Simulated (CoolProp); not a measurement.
Properties of hexamethyldisiloxane (MM) at several states.

The numbers come from the reference Helmholtz-energy equation of state, Thol 2016 in CoolProp.

```csv
T (K),p (kPa),phase,Z,cv (kJ/(kg K)),isothermal compressibility (1/MPa),expansivity (1/kK)
464,3760,liquid,0.2771,1.951,0.01329,2.620
377.8,9600,liquid,0.7133,1.739,0.003280,1.445
475.8,594,gas,0.8289,1.942,2.094,3.997
358.7,3740,liquid,0.2900,1.692,0.003392,1.548
572.9,2210,supercritical,0.6739,2.171,0.6955,6.638
```
